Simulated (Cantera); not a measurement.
A Cantera script and what it prints.

```python
import numpy as np
import cantera as ct

gas_names = """
    C CO CO2 C2 C2O C3 C3O2 C4 C5 Ca CaO Ca2 O O2 O3
""".split()
cond_names = """
    C(gr) Ca(a) Ca(b) Ca(L) CaCO3(caL) CaO(s) CaO(L)
""".split()


# ... load() reads the species with a 1 bar reference pressure and builds the phases ...
atoms = {
    'CaCO3': {'Ca': 1, 'C': 1, 'O': 3},
    'CO2': {'C': 1, 'O': 2},
}
top_T = {'C(gr)': 4500}  # K; cautious upper limits of use, not melting points


# ... equilibrate(T, P, feed) seeds the gas with the atoms and calls Mixture.equilibrate('TP', solver="vcs", rtol=1e-11, max_steps=5000) ...
results = []
feed = {'CaCO3': 1, 'CO2': 0.42}  # mol
P = 86000  # Pa
for T in [598, 748, 898, 1048, 1198, 1348, 1498, 1648, 1798, 1948, 2098]:
    mix = equilibrate(T, P, feed)
    results.append((T, P, feed, dict(zip(mix.species_names, mix.species_moles))))

top = {s: max(r[3][s] / sum(r[3][g] for g in gas_names) for r in results) for s in gas_names}
cols = sorted((s for s in top if top[s] > 0.0001), key=lambda s: -top[s])[:7]
seen = [c for c in cond_names if any(r[3].get(c, 0) > 1e-12 for r in results)]
print("log10 of partial pressures in bar; condensed amounts in mol")
print(f"{'T/K':>10s}" + "".join(f"{s[:9]:>10s}" for s in cols + seen))
for T, P, feed, n in results:
    ng = sum(n[g] for g in gas_names)
    print(f"{T:10.4g}" + "".join(f"{np.log10(max(n[s] / ng * P / 1e5, 1e-99)):10.3f}" for s in cols)
          + "".join(f"{n.get(c, 0):10.4g}" for c in seen))
```

Result:

```
log10 of partial pressures in bar; condensed amounts in mol
       T/K       CO2        CO        O2         O CaCO3(caL    CaO(s)
       598    -0.066   -13.387   -13.684   -25.485         1         0
       748    -0.066   -10.208   -10.109   -19.295         1         0
       898    -0.066    -7.872    -8.174   -15.388         1         0
      1048    -0.066    -6.303    -6.604   -12.501         1         0
      1198    -0.066    -5.129    -5.430   -10.335         0         1
      1348    -0.066    -4.219    -4.520    -8.649         0         1
      1498    -0.066    -3.492    -3.793    -7.301         0         1
      1648    -0.066    -2.900    -3.201    -6.197         0         1
      1798    -0.068    -2.409    -2.710    -5.278         0         1
      1948    -0.073    -1.996    -2.299    -4.502         0         1
      2098    -0.083    -1.647    -1.951    -3.839         0         1
```

Cantera equilibrium calculation (NASA polynomials, part measured and part estimated; ideal gas, pure solids and liquids).
